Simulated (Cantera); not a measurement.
Cantera with NASA thermochemical tables; ideal gases at 1 bar, condensed phases pure. Values are per mole of reaction as written; species without (g) are pure solids or liquids, kept so even where they would boil at 1 bar.

Between 898 and 998 K, where is each reaction favourable under standard conditions?
- 2 Ti + O₂(g) → 2 TiO(g)
- 1.143 Ti + O₂(g) → 0.2857 Ti₄O₇
- V + O₂(g) → VO₂(g)


- 2 Ti + O₂(g) → 2 TiO(g): ΔG° is -65 kJ at 898 K and -83 kJ at 998 K; it stays negative (K > 1). ΔH° is 96 kJ and ΔS° 180 J/K at 998 K.
- 1.143 Ti + O₂(g) → 0.2857 Ti₄O₇: ΔG° is -811 kJ at 898 K and -794 kJ at 998 K; it stays negative (K > 1). ΔH° is -965 kJ and ΔS° -171 J/K at 998 K.
- V + O₂(g) → VO₂(g): ΔG° is -257 kJ at 898 K and -259 kJ at 998 K; it stays negative (K > 1). ΔH° is -238 kJ and ΔS° 21 J/K at 998 K.
